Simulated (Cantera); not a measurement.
Thermodynamics of iron carbonyl, mercury and lead vapours, feed Pb + O2 + N2

Input: 1 mol Pb, 2.5 mol O2, 46 mol N2, equilibrated at 0.0100 bar.

Method: chemical equilibrium by Gibbs-energy minimisation in Cantera with the NASA 1993 tables (ideal gas, pure condensed phases). Candidate condensed phases: Pb, PbO, PbO2, Pb3O4; 12 gas species. Gases not in the tables: (PbO)n polymers. Kinetics and transport are ignored.

| T (°C) | log p N2 | log p O2 | log p PbO | log p Pb | log p NO | log p O | n PbO(red) | n PbO(yellow) | n PbO(l) |
|---|---|---|---|---|---|---|---|---|---|
| 450 | -2.02 | -3.38 | -12.11 | <-14 | -8.64 | <-14 | 1.00 | 0 | 0 |
| 600 | -2.02 | -3.38 | -8.63 | -12.39 | -7.51 | -13.41 | 0 | 1.000 | 0 |
| 750 | -2.02 | -3.38 | -6.19 | -8.85 | -6.71 | -11.20 | 0 | 0.997 | 0 |
| 900 | -2.02 | -3.38 | -4.41 | -6.25 | -6.11 | -9.55 | 0 | 0 | 0.811 |
| 1050 | -2.03 | -3.38 | -3.72 | -4.92 | -5.65 | -8.27 | 0 | 0 | 0 |
| 1200 | -2.03 | -3.37 | -3.77 | -4.47 | -5.28 | -7.24 | 0 | 0 | 0 |
| 1350 | -2.03 | -3.36 | -3.87 | -4.16 | -4.98 | -6.40 | 0 | 0 | 0 |
log p: log10 of the partial pressure in bar; n: condensed amount in mol.

At 450 °C the condensed part is PbO(red). From 600 °C to 750 °C the condensed part is PbO(yellow). At 900 °C the condensed part is PbO(l). From 1050 °C to 1350 °C nothing is condensed.
